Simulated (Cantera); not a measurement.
Feed: 1 mol C2H4, 0.13 mol O2, equilibrated at 58.0 Pa.

Equilibrium computed with Cantera from the NASA thermochemical tables; the gas is ideal and each condensed phase is pure. Candidate condensed phases: C, C6H6, C7H8, C8H18, H2O; 110 gas species. Equilibrium is a limit: real reactors are often held back by kinetics, nucleation or transport.

What share of the C ends up in condensed phases as a function of T (K), at 2048, 2123, 2198, 2273, 2348, 2423, 2498, 2573, 2648, 2723, 2798?


| T (K) | C condensed (%) | as |
|---|---|---|
| 2048 | 86.8 | C(graphite) |
| 2123 | 86.7 | C(graphite) |
| 2198 | 86.5 | C(graphite) |
| 2273 | 86.4 | C(graphite) |
| 2348 | 86.1 | C(graphite) |
| 2423 | 85.8 | C(graphite) |
| 2498 | 85.3 | C(graphite) |
| 2573 | 84.0 | C(graphite) |
| 2648 | 80.5 | C(graphite) |
| 2723 | 70.9 | C(graphite) |
| 2798 | 45.1 | C(graphite) |
